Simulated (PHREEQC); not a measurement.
Consider water at 25 °C with 24 mmol/kgw Fe(NO3)3. Closed to the air; pH follows from the charge balance.

The numbers come from PHREEQC with the ion-association model, phreeqc.dat.

This is a speciation only: nothing precipitates in the calculation.

Q: Predict the pH, ionic strength.

A: pH 2.02; ionic strength 0.137 mol/kgw.

Q: In which forms is Fe present?

A: Fe+3 52 %, Fe2(OH)2+4 28 %, FeOH+2 16 %, Fe3(OH)4+5 4.3 % of the Fe.

Saturation is exceeded, for instance for Hematite (slow to form), Goethite (slow to form); the values hold only as long as no solid forms. Complexes and solids missing from the database can't appear.
